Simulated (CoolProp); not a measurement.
Vapour-liquid equilibrium of CHF3 (R23) (1) + R134a (2) at 237.7 K; x and y are mole fractions of (1).

Values from CoolProp's multi-fluid Helmholtz-energy mixture model, Penoncello 2003 and Tillner-Roth 1994; pair parameters Bell 2016.

| x | bubble pressure (MPa) | y at the bubble point | dew pressure at overall composition x (MPa) | liquid density (mol/L) |
|---|---|---|---|---|
| 0.05 | 0.09841 | 0.365 | 0.06787 | 13.95 |
| 0.15 | 0.1663 | 0.653 | 0.07529 | 14.34 |
| 0.25 | 0.2354 | 0.777 | 0.08453 | 14.74 |
| 0.35 | 0.3064 | 0.847 | 0.09632 | 15.14 |
| 0.45 | 0.3798 | 0.892 | 0.1119 | 15.56 |
| 0.55 | 0.4558 | 0.924 | 0.1334 | 15.99 |
| 0.65 | 0.5347 | 0.948 | 0.1650 | 16.42 |
| 0.75 | 0.6163 | 0.966 | 0.2158 | 16.84 |
| 0.85 | 0.7008 | 0.982 | 0.3106 | 17.26 |
| 0.95 | 0.7884 | 0.994 | 0.5435 | 17.64 |

No azeotrope shows between x = 0.05 and 0.95.

The pair parameters rest on a limited set of measurements; away from them the model extrapolates.
